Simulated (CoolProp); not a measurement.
Vapour-liquid equilibrium of hydrogen chloride (1) + n-butane (2) at 268.8 K; x and y are mole fractions of (1).

Computed with CoolProp (multi-fluid Helmholtz-energy mixture model, Thol 2018 and Bücker 2006; pair parameters Bell 2016).

```csv
x,"bubble pressure, mixture model (kPa)","bubble pressure, Raoult's law (kPa)","y, mixture model","y, Raoult's law"
0.05,266.8,198.3,0.671,0.582
0.2,778.7,531.3,0.889,0.869
0.35,1170,864.3,0.928,0.934
0.5,1439,1197,0.945,0.964
0.65,1651,1530,0.957,0.980
0.8,1882,1863,0.970,0.991
0.95,2185,2196,0.991,0.998
```

The largest gap from Raoult's law is +46.6 % in bubble pressure, at x = 0.2. No azeotrope shows between x = 0.05 and 0.95.

Pair parameters are fitted to limited data, so mixtures are less certain than the pure fluids. The gap from Raoult's law changes sign with composition, which may be real or a fault of the pair parameters; it wasn't checked against measurements.
